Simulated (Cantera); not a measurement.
**Ignition delay**

Mixture: CH4 : O2 : N2 : CO2 = 1 : 1.67 : 6.27 : 0.47 (molar parts), equivalence ratio 1.2, at 7500 Torr, adiabatic and at constant pressure. Ignition delay is the time to a rise of 400 K.

Model: GRI-Mech 3.0 (53 species, 325 reactions), integrated in Cantera.

```
T0 (K)  delay (ms)
------  ----------
1300          1.73
1350          1.00
1400         0.594
1450         0.359
1500         0.221
1550         0.138
1600        0.0879
1650        0.0571
1700        0.0379
1750        0.0257
```

* **apparent activation energy between 1650 and 1750 K**: 190 kJ/mol
